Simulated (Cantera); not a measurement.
A closed system holds: 1 mol Nb, 0.57 mol H2O, held at 1623.15 K and 17.0 Pa.

Method: chemical equilibrium by Gibbs-energy minimisation in Cantera with the NASA 1993 tables (ideal gas, pure condensed phases). Candidate condensed phases: H2O, Nb, NbO, NbO2, Nb2O5; 12 gas species. Mutual solubility and eutectic melting of coexisting phases are not modelled. NbO: taken at fixed stoichiometry. Condensed phases not in the tables: N, O or C dissolved in the metal. Kinetics and transport are ignored.

Base state: H2 0.995, H 0.00529, H2O 0.000162 (mole fractions); condensed: Nb(s) + NbO(s).

**Question.** What changes in the equilibrium state with this change: temperature from 1623.15 K to 2450 K?

**Answer.** 
```csv
species,before,after
H,0.00529,0.574
NbO,2.29e-7,0.148
H2,0.995,0.139
NbO2,6.26e-7,0.139
O,<1e-9,0.000645
Nb,<1e-9,0.000101
"Nb(s), mol",0.430,0.617
"NbO(s), mol",0.570,0
```
